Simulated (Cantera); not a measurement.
A closed system holds: 1 mol SiCl₄, 0.2 mol HCl, a varied amount of N₂, held at 898 K and 0.0250 bar.

Cantera equilibrium calculation (NASA polynomials, part measured and part estimated; ideal gas, pure solids and liquids). Candidate condensed phases: NH₄Cl, Si, Si₃N₄; 28 gas species. Kinetics and transport are ignored.

x: gas mole fraction; nothing condenses.

```tsv
n(N₂) (mol)	x N₂	x SiCl₄	x HCl	x Cl
4.9	0.803	0.164	0.0328	[?]
7.5	0.862	0.115	0.0230	[?]
12	0.909	0.0758	0.0152	[?]
18	0.938	0.0521	0.0104	[?]
28	0.959	0.0342	0.00685	[?]
43	0.973	0.0226	0.00452	[?]
66	0.982	0.0149	0.00298	[?]
100	0.988	0.00988	0.00198	[?]
160	0.993	0.00620	0.00124	[?]
```

**Question.** What belongs in the gaps?

**Answer.** 
- 4.9, x Cl: 9.65e-8
- 7.5, x Cl: 8.05e-8
- 12, x Cl: 6.49e-8
- 18, x Cl: 5.35e-8
- 28, x Cl: 4.31e-8
- 43, x Cl: 3.48e-8
- 66, x Cl: 2.81e-8
- 100, x Cl: 2.27e-8
- 160, x Cl: 1.79e-8
